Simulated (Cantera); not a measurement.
## Silicon epitaxy and polysilicon growth: SiHCl3 + Cl2 + H2

Charge: 1 mol SiHCl3, 0.0084 mol Cl2, 4.7 mol H2, held at 1025 K and 2.80 mbar.

Cantera equilibrium calculation (NASA polynomials, part measured and part estimated; ideal gas, pure solids and liquids). Candidate condensed phases: Si; 19 gas species. The tables' values for SiCl3 are old estimates; treat these amounts as uncertain. Rates play no part.

```json
{
 "x(H2)": "0.824",
 "x(SiCl4)": "0.0936",
 "x(HCl)": "0.0577",
 "x(SiHCl3)": "0.0115",
 "x(SiCl2)": "0.00722",
 "x(SiCl3)": "0.00569",
 "x(SiH2Cl2)": "0.000156",
 "n(Si(s))": "0.285 mol",
 "gas_amount": "6.054 mol"
}
```
